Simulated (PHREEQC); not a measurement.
Consider water at 25 °C with 2 mol KOH per kg of water. Closed to the air; pH follows from the charge balance.

All values are PHREEQC results (Pitzer model, pitzer.dat), not measurements.

Precipitation was switched off in this run.

Q: Estimate the pH, osmotic coefficient, activity of water.

A: pH 14.37; osmotic coefficient 1.109; activity of water 0.923.

Complexes and solids missing from the database can't appear. In brines, pH and single-ion activities rest on the MacInnes convention.
